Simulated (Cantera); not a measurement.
# Gas activation for diamond growth

An isothermal, constant-pressure homogeneous reactor starts with 1.17 % CH4, 97.2 % H2, 0.0593 % N2, 1.56 % H2O, at 1775 K and 0.0263 atm.

Cantera simulation using GRI-Mech 3.0 (53 species, 325 reactions); the numbers are that mechanism's predictions, not measurements. Radical loss at walls, strong at low pressure, is not modelled.

| t (s) | x CH4 | x H2 | x C2H2 | x C2H6 | x HCN |
|---|---|---|---|---|---|
| 2.00e-6 | 0.0117 | 0.972 | <1e-12 | <1e-12 | <1e-12 |
| 6.55e-6 | 0.0117 | 0.972 | <1e-12 | <1e-12 | <1e-12 |
| 2.15e-5 | 0.0117 | 0.972 | <1e-12 | <1e-12 | <1e-12 |
| 7.03e-5 | 0.0117 | 0.972 | <1e-12 | <1e-12 | <1e-12 |
| 0.000230 | 0.0117 | 0.972 | <1e-12 | 1.17e-11 | <1e-12 |
| 0.000754 | 0.0117 | 0.972 | 1.62e-11 | 2.30e-10 | <1e-12 |
| 0.00247 | 0.0116 | 0.972 | 2.06e-9 | 3.35e-9 | <1e-12 |
| 0.00809 | 0.0116 | 0.972 | 3.05e-7 | 3.45e-8 | <1e-12 |
| 0.0265 | 0.0114 | 0.971 | 2.69e-5 | 2.26e-7 | 2.92e-12 |
| 0.0869 | 0.0103 | 0.971 | 0.000512 | 4.71e-7 | 1.10e-10 |
| 0.285 | 0.00708 | 0.973 | 0.00209 | 2.51e-7 | 6.72e-10 |
| 0.932 | 0.00342 | 0.975 | 0.00383 | 6.14e-8 | 1.92e-9 |
| 3.05 | 0.00142 | 0.976 | 0.00445 | 1.10e-8 | 4.04e-9 |
| 10.0 | 0.000874 | 0.978 | 0.00372 | 4.22e-9 | 7.91e-9 |
x: mole fraction; the columns are a selection and need not sum to one.

Equilibrium at this temperature and pressure: CH4 5.38e-10, H2 0.982, C2H2 <1e-12, C2H6 <1e-12, HCN 4.34e-9 (gas phase only).
